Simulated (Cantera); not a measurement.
Input (Python, Cantera):

```python
import numpy as np
import cantera as ct

gas = ct.Solution("gri30.yaml", transport_model="mixture-averaged")
show = ['H', 'OH', 'H2O']

rows = []
print(f"{'T/K':>7s}{'rho':>11s}{'cp':>10s}{'mu':>11s}{'lambda':>11s}{'Pr':>7s}" + "".join(f"{'D_' + s:>11s}" for s in show))
for T in [400, 500, 600, 700, 800, 900, 1000, 1100, 1200]:
    gas.TPX = T, 84, {'CO2': 0.41, 'CH4': 0.32, 'H2': 0.61, 'C2H4': 0.61}
    Pr = gas.cp_mass * gas.viscosity / gas.thermal_conductivity
    D = [gas.mix_diff_coeffs_mole[gas.species_index(s)] for s in show]
    rows.append([gas.density, gas.cp_mass, gas.viscosity, gas.thermal_conductivity, Pr, *D])
    print(f"{T:7g}{gas.density:11.4e}{gas.cp_mass:10.1f}{gas.viscosity:11.4e}"
          f"{gas.thermal_conductivity:11.4e}{Pr:7.3f}" + "".join(f"{d:11.4e}" for d in D))
print("SI units: kg/m3, J/kg/K, Pa s, W/m/K, m2/s")
```

It prints:

```
    T/K        rho        cp         mu     lambda     Pr        D_H       D_OH      D_H2O
    400 5.3779e-04    1923.5 1.6114e-05 7.0437e-02  0.440 2.3958e-01 6.9237e-02 4.9287e-02
    500 4.3023e-04    2144.4 1.9475e-05 8.8810e-02  0.470 3.5685e-01 1.0228e-01 7.6116e-02
    600 3.5852e-04    2346.0 2.2556e-05 1.0713e-01  0.494 4.9134e-01 1.4005e-01 1.0773e-01
    700 3.0731e-04    2520.7 2.5415e-05 1.2529e-01  0.511 6.4179e-01 1.8221e-01 1.4372e-01
    800 2.6889e-04    2668.9 2.8093e-05 1.4322e-01  0.523 8.0721e-01 2.2851e-01 1.8376e-01
    900 2.3902e-04    2799.4 3.0621e-05 1.6090e-01  0.533 9.8684e-01 2.7875e-01 2.2758e-01
   1000 2.1511e-04    2929.4 3.3024e-05 1.7829e-01  0.543 1.1800e+00 3.3276e-01 2.7497e-01
   1100 1.9556e-04    3036.7 3.5320e-05 1.9540e-01  0.549 1.3862e+00 3.9040e-01 3.2576e-01
   1200 1.7926e-04    3132.8 3.7522e-05 2.1222e-01  0.554 1.6050e+00 4.5155e-01 3.7978e-01
SI units: kg/m3, J/kg/K, Pa s, W/m/K, m2/s
```

Computed with Cantera and GRI-Mech 3.0 (53 species, 325 reactions). The composition is frozen, though it would react at the higher temperatures.
